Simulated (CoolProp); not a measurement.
A closed Brayton cycle with nitrogen: compressor inlet 317.15 K and 0.92 MPa, high pressure 2.46 MPa, turbine inlet 960 K, compressor efficiency 0.85, turbine efficiency 0.93, recuperator effectiveness 0.8 (on enthalpy, no pinch check). Each further row changes one setting.

Values from CoolProp's reference Helmholtz-energy equation of state, Span 2000.

```
case                           thermal efficiency (%)  net work (kJ/kg)  compressor to turbine work  compressor exit (K)  turbine exit (K)
-----------------------------  ----------------------  ----------------  --------------------------  -------------------  ----------------
as stated                                  (withheld)               105                        0.55                438.2             757.5
turbine inlet 910 K                        (withheld)        (withheld)                  (withheld)                438.2        (withheld)
compressor inlet 327.15 K                  (withheld)               101                        0.56                451.9             757.5
high pressure 2.09 MPa                           33.8        (withheld)                        0.52                415.8             788.1
recuperator effectiveness 0.5              (withheld)               105                        0.55                438.2             757.5
```

### Question
Some entries are withheld; supply them.

### Answer

- as stated, thermal efficiency (%): 34.9
- turbine inlet 910 K, thermal efficiency (%): 33.1
- turbine inlet 910 K, net work (kJ/kg): 92.8
- turbine inlet 910 K, compressor to turbine work: 0.58
- turbine inlet 910 K, turbine exit (K): 716.4
- compressor inlet 327.15 K, thermal efficiency (%): 33.9
- high pressure 2.09 MPa, net work (kJ/kg): 94.2
- recuperator effectiveness 0.5, thermal efficiency (%): 26.0
